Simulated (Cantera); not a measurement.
Cantera run:

```python
import numpy as np
import cantera as ct

gas_names = """
    C CH CH2 CH3 CH2OH CH3O CH4 CH3OH CO CO2 COOH C2 C2H CHCO,ketyl C2H2,acetylene C2H2,vinylidene
    CH2CO,ketene C2H3,vinyl CH3CO,acetyl C2H4 C2H4O,ethylen CH3CHO,ethanal CH3COOH (HCOOH)2 C2H5 C2H6
    CH3OCH3 C2H5OH C2O C3 C3H3,propargyl C3H4,allene C3H4,propyne C3H4,cyclo- C3H5,allyl C3H6,propylene
    C3H6,cyclo- C3H6O C3H7,n-propyl C3H7,i-propyl C3H8 C3H8O,1propanol C3H8O,2propanol C3O2 C4 C4H2
    C4H4,1,3-cyclo- C4H6,butadiene C4H6,2-butyne C4H6,cyclo- C4H8,1-butene C4H8,cis2-buten
    C4H8,tr2-butene C4H8,isobutene C4H8,cyclo- (CH3COOH)2 C4H9,n-butyl C4H9,i-butyl C4H9,s-butyl
    C4H9,t-butyl C4H10,isobutane C4H10,n-butane C5 C5H6,1,3cyclo- C5H8,cyclo- C5H10,1-pentene
    C5H10,cyclo- C5H11,pentyl C5H11,t-pentyl C5H12,n-pentane C5H12,i-pentane CH3C(CH3)2CH3 C6H2
    C6H5,phenyl C6H5O,phenoxy C6H6 C6H5OH,phenol C6H10,cyclo- C6H12,1-hexene C6H12,cyclo- C6H13,n-hexyl
    C7H7,benzyl C7H8 C7H8O,cresol C7H14,1-heptene C7H15,n-heptyl C7H16,n-heptane C8H8,styrene
    C8H10,ethylbenz C8H16,1-octene C8H17,n-octyl C8H18,isooctane C8H18,n-octane C9H19,n-nonyl
    C10H8,naphthale C10H21,n-decyl C12H9,o-bipheny C12H10,bipheny H HCO HO2 H2 HCHO,formaldehy HCOOH H2O
    H2O2 Mg MgH MgO MgOH MgO2H2 Mg2 O OH O2 O3
""".split()
cond_names = """
    C(gr) C6H6(L) C7H8(L) C8H18(L),n-octa H2O(s) H2O(L) Mg(cr) Mg(L) MgCO3(s) MgO(s) MgO(L) MgO2H2(s)
""".split()


def load(file, names, dense=False):
    # The tables refer to 1 bar. Condensed volumes are neglected.
    table = {s.name: s for s in ct.Species.list_from_file(file)}
    out = []
    for n in names:
        d = dict(table[n].input_data)
        d["thermo"] = dict(d["thermo"], **{"reference-pressure": 1e5})
        if dense:
            d["equation-of-state"] = {"model": "constant-volume", "density": "1e6 g/cm^3"}
        out.append(ct.Species.from_dict(d))
    return out


gas = ct.Solution(thermo="ideal-gas", species=load("nasa_gas.yaml", gas_names))
cond = {s.name: ct.Solution(thermo="fixed-stoichiometry", species=[s], name=s.name)
        for s in load("nasa_condensed.yaml", cond_names, dense=True)}
atoms = {
    'MgO': {'Mg': 1, 'O': 1},
    'CO': {'C': 1, 'O': 1},
    'H2': {'H': 2},
}
top_T = {'C(gr)': 4500}  # K; cautious upper limits of use, not melting points


def equilibrate(T, P, feed):
    n = {}
    for name, mol in feed.items():
        for a, k in atoms[name].items():
            n[a] = n.get(a, 0.0) + k * mol
    gas.TPX = T, P, n
    mass = sum(n.values()) * gas.mean_molecular_weight
    gas.equilibrate("TP")
    valid = [c for c in cond.values() if c.min_temp <= T <= top_T.get(c.name, c.max_temp)]
    mix = ct.Mixture([(gas, mass / gas.mean_molecular_weight)] + [(c, 0.0) for c in valid])
    mix.T, mix.P = T, P
    mix.equilibrate("TP", solver="vcs", rtol=1e-11, max_steps=5000)
    return mix


results = []
feed = {'MgO': 1, 'CO': 2.1, 'H2': 0.13}  # mol
P = 2600  # Pa
for T in [1850, 1900, 1950, 2000, 2050, 2100, 2150, 2200, 2250, 2300, 2350, 2400]:
    mix = equilibrate(T, P, feed)
    results.append((T, P, feed, dict(zip(mix.species_names, mix.species_moles))))
    x = sorted(zip(gas.X, gas.species_names), reverse=True)
    print(f"T = {T:g} K  P = {P:g} Pa  gas = {mix.phase_moles(0):.4g} mol")
    print("   x: " + "  ".join(f"{s} {v:.3e}" for v, s in x if v > 1e-06))
    print("   condensed (mol): " + ("  ".join(f"{mix.phase(i).name} {mix.phase_moles(i):.4g}"
          for i in range(1, mix.n_phases) if mix.phase_moles(i) > 1e-12) or "none"))
```

Result:

```
T = 1850 K  P = 2600 Pa  gas = 2.24 mol
   x: CO 9.342e-01  H2 5.684e-02  Mg 4.069e-03  CO2 3.271e-03  H2O 7.992e-04  H 7.965e-04  MgH 2.199e-06  MgOH 1.897e-06
   condensed (mol): MgO(s) 0.9909
T = 1900 K  P = 2600 Pa  gas = 2.245 mol
   x: CO 9.307e-01  H2 5.611e-02  Mg 5.992e-03  CO2 4.780e-03  H2O 1.213e-03  H 1.166e-03  MgOH 3.847e-06  MgH 3.332e-06  OH 2.070e-06
   condensed (mol): MgO(s) 0.9865
T = 1950 K  P = 2600 Pa  gas = 2.251 mol
   x: CO 9.259e-01  H2 5.511e-02  Mg 8.636e-03  CO2 6.844e-03  H2O 1.792e-03  H 1.669e-03  MgOH 7.493e-06  OH 4.928e-06  MgH 4.919e-06
   condensed (mol): MgO(s) 0.9805
T = 2000 K  P = 2600 Pa  gas = 2.26 mol
   x: CO 9.195e-01  H2 5.375e-02  Mg 1.220e-02  CO2 9.617e-03  H2O 2.577e-03  H 2.338e-03  MgOH 1.405e-05  OH 1.119e-05  MgH 7.082e-06
   condensed (mol): MgO(s) 0.9724
T = 2050 K  P = 2600 Pa  gas = 2.272 mol
   x: CO 9.110e-01  H2 5.197e-02  Mg 1.690e-02  CO2 1.328e-02  H2O 3.609e-03  H 3.207e-03  MgOH 2.538e-05  OH 2.434e-05  MgH 9.943e-06  MgO 2.072e-06  O 1.084e-06
   condensed (mol): MgO(s) 0.9615
T = 2100 K  P = 2600 Pa  gas = 2.288 mol
   x: CO 8.999e-01  H2 4.970e-02  Mg 2.299e-02  CO2 1.803e-02  H2O 4.920e-03  H 4.308e-03  OH 5.077e-05  MgOH 4.427e-05  MgH 1.361e-05  MgO 5.160e-06  O 3.138e-06
   condensed (mol): MgO(s) 0.9473
T = 2150 K  P = 2600 Pa  gas = 2.308 mol
   x: CO 8.859e-01  H2 4.688e-02  Mg 3.072e-02  CO2 2.410e-02  H2O 6.523e-03  H 5.663e-03  OH 1.018e-04  MgOH 7.457e-05  MgH 1.815e-05  MgO 1.231e-05  O 8.664e-06
   condensed (mol): MgO(s) 0.9289
T = 2200 K  P = 2600 Pa  gas = 2.333 mol
   x: CO 8.683e-01  H2 4.350e-02  Mg 4.035e-02  CO2 3.175e-02  H2O 8.401e-03  H 7.285e-03  OH 1.963e-04  MgOH 1.214e-04  MgO 2.820e-05  MgH 2.357e-05  O 2.292e-05  O2 1.867e-06  MgO2H2 1.411e-06
   condensed (mol): MgO(s) 0.9054
T = 2250 K  P = 2600 Pa  gas = 2.365 mol
   x: CO 8.467e-01  Mg 5.213e-02  CO2 4.122e-02  H2 3.959e-02  H2O 1.050e-02  H 9.164e-03  OH 3.650e-04  MgOH 1.911e-04  MgO 6.223e-05  O 5.826e-05  MgH 2.978e-05  O2 6.483e-06  MgO2H2 2.431e-06
   condensed (mol): MgO(s) 0.876
T = 2300 K  P = 2600 Pa  gas = 2.405 mol
   x: CO 8.205e-01  Mg 6.626e-02  CO2 5.275e-02  H2 3.523e-02  H2O 1.270e-02  H 1.127e-02  OH 6.543e-04  MgOH 2.907e-04  O 1.428e-04  MgO 1.326e-04  MgH 3.658e-05  O2 2.150e-05  MgO2H2 3.998e-06
   condensed (mol): MgO(s) 0.8395
T = 2350 K  P = 2600 Pa  gas = 2.454 mol
   x: CO 7.893e-01  Mg 8.294e-02  CO2 6.653e-02  H2 3.057e-02  H2O 1.484e-02  H 1.352e-02  OH 1.132e-03  MgOH 4.275e-04  O 3.384e-04  MgO 2.733e-04  O2 6.831e-05  MgH 4.364e-05  MgO2H2 6.267e-06
   condensed (mol): MgO(s) 0.7946
T = 2400 K  P = 2600 Pa  gas = 2.514 mol
   x: CO 7.526e-01  Mg 1.024e-01  CO2 8.259e-02  H2 2.578e-02  H2O 1.672e-02  H 1.584e-02  OH 1.888e-03  O 7.768e-04  MgOH 6.076e-04  MgO 5.463e-04  O2 2.085e-04  MgH 5.055e-05  MgO2H2 9.351e-06
   condensed (mol): MgO(s) 0.7396
```

Equilibrium computed with Cantera from the NASA thermochemical tables; the gas is ideal and each condensed phase is pure. The tables' values for MgH are old estimates; treat these amounts as uncertain.
